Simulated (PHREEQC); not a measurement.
A solution holds 0.0087 mol/kgw HCl, 0.027 mol/kgw MnSO4 and 3.7e-05 mol/kgw Na2SO4, at 59 °C. Closed to the air; pH follows from the charge balance.

Equilibrium calculation in PHREEQC: ion-association model, wateq4f.dat.

Precipitation was switched off in this run.

Question: Order these Mn species by the share of Mn that they hold, largest first: MnSO4, MnCl+, Mn+2.

Answer: Mn+2 (60 %), MnSO4 (39 %), MnCl+ (0.87 %)

The pH is 2.47 and the ionic strength 0.0650 mol/kgw. At this temperature some constants are extrapolated from 25 °C, and those without enthalpy data are left unchanged.
